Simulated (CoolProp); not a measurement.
Computed with CoolProp (reference Helmholtz-energy equation of state, Lemmon 2006). It is a short technical equation, of lower accuracy than the large ones.

Give the vapour pressure (bar), vapour density (kg/m³), enthalpy of vaporisation (kJ/kg), liquid viscosity (µPa s) of saturated hydrogen sulfide at 275.4 K.


```
T (K)  p (bar)  vapour density (kg/m³)  enthalpy of vaporisation (kJ/kg)  liquid viscosity (µPa s)
-----  -------  ----------------------  --------------------------------  ------------------------
275.4     11.0                    18.6                               459                       153
```

Viscosity comes from a separate model (Quiñones-Cisneros 2012).
